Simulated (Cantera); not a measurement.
Feed: 1 mol Si2Cl6, 4.9 mol NH3, 4.5 mol N2, at 1675 K and 37.0 mbar.

Method: chemical equilibrium by Gibbs-energy minimisation in Cantera with the NASA 1993 tables (ideal gas, pure condensed phases). Candidate condensed phases: NH4Cl, Si, Si3N4; 28 gas species. The feed counts by its element totals alone. The tables' values for SiCl3, SiCl are old estimates; treat these amounts as uncertain. The numbers say what is thermodynamically allowed, not how fast it happens.

Task: What is the equilibrium state?

Result: 
```json
{
  "x(N2)": "0.386",
  "x(H2)": "0.339",
  "x(HCl)": "0.198",
  "x(SiCl2)": "0.0720",
  "x(SiCl3)": "0.00430",
  "x(SiCl4)": "0.000532",
  "x(H)": "0.000351",
  "x(SiHCl3)": "0.000165",
  "x(Cl)": "0.000160",
  "n(Si3N4(s))": "0.236 mol",
  "gas_amount": "16.79 mol",
  "log10 activity of Si(s) (absent)": "-0.76"
}
```
